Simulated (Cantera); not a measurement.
A perfectly stirred reactor is fed with N2O : N2 = 1 : 0.35 (molar parts), at 13300 Pa; it is held at 1425 K, and followed from long to short residence time.

Computed with Cantera and GRI-Mech 3.0 (53 species, 325 reactions). GRI-Mech 3.0 was tuned for natural gas; its chemistry of N2O as a main component is partial and can be far from experiment. The temperature is held fixed by assumption; the heat of reaction is taken as removed at once.

x: mole fraction; the columns are a selection and need not sum to one.

| τ (s) | x N2O | x NO2 | x O2 | x N2 | x NO | x O |
|---|---|---|---|---|---|---|
| 0.90 | 0.167 | ? | 0.168 | 0.582 | 0.0833 | 3.02e-5 |
| 0.35 | 0.312 | ? | 0.124 | 0.500 | 0.0641 | 3.20e-5 |
| 0.14 | 0.476 | ? | 0.0765 | 0.407 | 0.0401 | 3.28e-5 |
| 0.053 | 0.611 | ? | 0.0374 | 0.332 | 0.0197 | 3.32e-5 |
| 0.020 | 0.686 | ? | 0.0158 | 0.290 | 0.00838 | 3.33e-5 |
| 0.0079 | 0.718 | ? | 0.00654 | 0.272 | 0.00346 | 3.33e-5 |
| 0.0031 | 0.732 | ? | 0.00260 | 0.264 | 0.00138 | 3.31e-5 |
| 0.0012 | 0.737 | ? | 0.000998 | 0.261 | 0.000529 | 3.26e-5 |

**Question.** What belongs in the gaps?

**Answer.** 
- 0.90, x NO2: 9.04e-5
- 0.35, x NO2: 6.68e-5
- 0.14, x NO2: 3.96e-5
- 0.053, x NO2: 1.78e-5
- 0.020, x NO2: 6.36e-6
- 0.0079, x NO2: 1.92e-6
- 0.0031, x NO2: 4.52e-7
- 0.0012, x NO2: 8.34e-8
